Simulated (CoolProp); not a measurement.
Model: reference Helmholtz-energy equation of state, Schmidt 1985, in CoolProp.

Problem. For oxygen, give the phase and the density (kg/m³), cv (kJ/(kg K)), Joule-Thomson coefficient (K/MPa), isothermal compressibility (1/MPa) at 110.9 K and 2.33 MPa.

Solution. 
- 110.9 K and 2.33 MPa: liquid; density 1040, cv 0.867, Joule-Thomson coefficient -0.205, isothermal compressibility 0.00362
